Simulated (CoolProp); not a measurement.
The numbers come from the reference Helmholtz-energy equation of state, Zhou 2016 in CoolProp.

Task: For R245ca, give the phase and the density (kg/m³), cp (kJ/(kg K)), Joule-Thomson coefficient (K/MPa), isothermal compressibility (1/MPa) at 50.25 °C and 10000 kPa; 119.35 °C and 10000 kPa.

Result: 
- 50.25 °C and 10000 kPa: liquid; density 1350, cp 1.39, Joule-Thomson coefficient -0.228, isothermal compressibility 0.00205
- 119.35 °C and 10000 kPa: liquid; density 1170, cp 1.51, Joule-Thomson coefficient -0.00782, isothermal compressibility 0.00534
